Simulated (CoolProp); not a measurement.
A simple Rankine cycle with propyne: condensing at 307.15 K, boiler at 2.68 MPa, turbine inlet 401.8 K, turbine efficiency 0.75, pump efficiency 0.8, no recuperator. Each further row changes one setting.

The numbers come from the reference Helmholtz-energy equation of state, Polt 1992 in CoolProp. This equation is an older, rougher fit; its heat capacities, sound speeds and derivatives of the liquid may be far off and weren't checked against measurements.

```tsv
case	thermal efficiency (%)	net work (kJ/kg)	heat in (kJ/kg)	turbine exit temperature (K)	volume ratio over the turbine
as stated	10.1	58.9	584	346.1	3.49
turbine inlet 421.8 K	10.2	64.3	629	367.6	3.45
condensing temperature 299.15 K	11.5	69.1	603	337.9	4.31
boiler pressure 1.88 MPa	7.7	46.4	604	363.8	2.42
turbine efficiency 0.65	8.6	50.5	584	350.7	3.55
```
